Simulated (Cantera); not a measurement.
An isothermal, constant-pressure homogeneous reactor starts with NO : N2 = 1 : 2.4 (molar parts), at 1748 K and 143 Torr. Integrator tolerance rtol = 1e-08.

Cantera simulation using GRI-Mech 3.0 (53 species, 325 reactions); the numbers are that mechanism's predictions, not measurements.

What does this change do: temperature 1748 to 1475 K?


```tsv
quantity	before	after
x(NO) at 70.0 s	0.103 (gas-phase equilibrium 0.00301)	0.279 (gas-phase equilibrium 0.000944)
x(O2) at 70.0 s	0.0953 (gas-phase equilibrium 0.146)	0.00723 (gas-phase equilibrium 0.147)
x(N2O) at 70.0 s	3.92e-6 (gas-phase equilibrium 7.90e-8)	2.45e-5 (gas-phase equilibrium 2.64e-8)
x(O) at 70.0 s	5.28e-5 (gas-phase equilibrium 6.46e-5)	6.38e-7 (gas-phase equilibrium 2.54e-6)
x(N2) at 70.0 s	0.801 (gas-phase equilibrium 0.851)	0.713 (gas-phase equilibrium 0.852)
x(NO2) at 70.0 s	8.50e-5 (gas-phase equilibrium 3.06e-6)	0.000138 (gas-phase equilibrium 1.98e-6)
```

What does this change do: temperature 1748 to 2048 K?


```tsv
quantity	before	after
x(NO) at 70.0 s	0.103 (gas-phase equilibrium 0.00301)	0.00749 (gas-phase equilibrium 0.00749)
x(O2) at 70.0 s	0.0953 (gas-phase equilibrium 0.146)	0.143 (gas-phase equilibrium 0.143)
x(N2O) at 70.0 s	3.92e-6 (gas-phase equilibrium 7.90e-8)	1.90e-7 (gas-phase equilibrium 1.90e-7)
x(O) at 70.0 s	5.28e-5 (gas-phase equilibrium 6.46e-5)	0.000836 (gas-phase equilibrium 0.000836)
x(N2) at 70.0 s	0.801 (gas-phase equilibrium 0.851)	0.849 (gas-phase equilibrium 0.849)
x(NO2) at 70.0 s	8.50e-5 (gas-phase equilibrium 3.06e-6)	4.28e-6 (gas-phase equilibrium 4.28e-6)
```
